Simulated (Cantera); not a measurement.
# Hydrocarbon pyrolysis for carbon deposition

An isothermal, constant-pressure homogeneous reactor starts with C2H6 : N2 = 1 : 9.5 (molar parts), at 1450 K and 0.000410 bar.

Model: GRI-Mech 3.0 (53 species, 325 reactions), integrated in Cantera. GRI-Mech 3.0 stops at C3 and has no aromatics, soot or wall deposition, so with more carbon than oxygen in the feed, carbon stays in small species such as C2H2 where larger ones or solid carbon would form. Radical loss at walls, strong at low pressure, is not modelled.

```json
[
 {"t (s)": "0.000200", "x C2H6": "0.0952", "x H2": "2.78e-9", "x CH3": "6.49e-5", "x C2H2": "<1e-12", "x H": "1.08e-8"},
 {"t (s)": "0.000843", "x C2H6": "0.0951", "x H2": "1.19e-7", "x CH3": "0.000272", "x C2H2": "1.17e-12", "x H": "1.60e-7"},
 {"t (s)": "0.00356", "x C2H6": "0.0946", "x H2": "1.29e-5", "x CH3": "0.00111", "x C2H2": "5.48e-10", "x H": "4.24e-6"},
 {"t (s)": "0.0150", "x C2H6": "0.0910", "x H2": "0.00103", "x CH3": "0.00416", "x C2H2": "1.40e-6", "x H": "6.98e-5"},
 {"t (s)": "0.0632", "x C2H6": "0.0580", "x H2": "0.0197", "x CH3": "0.0130", "x C2H2": "0.000919", "x H": "0.000295"},
 {"t (s)": "0.267", "x C2H6": "0.00132", "x H2": "0.0750", "x CH3": "0.00503", "x C2H2": "0.0280", "x H": "0.000521"},
 {"t (s)": "1.12", "x C2H6": "1.39e-5", "x H2": "0.102", "x CH3": "0.000804", "x C2H2": "0.0519", "x H": "0.000126"},
 {"t (s)": "4.74", "x C2H6": "2.79e-6", "x H2": "0.113", "x CH3": "0.000305", "x C2H2": "0.0627", "x H": "5.46e-5"},
 {"t (s)": "20.0", "x C2H6": "1.42e-6", "x H2": "0.119", "x CH3": "0.000205", "x C2H2": "0.0669", "x H": "4.08e-5"}
]
```
x: mole fraction; the columns are a selection and need not sum to one.

Equilibrium at this temperature and pressure: C2H6 1.04e-12, H2 0.160, CH3 1.83e-7, C2H2 0.0399, H 0.000188 (gas phase only).
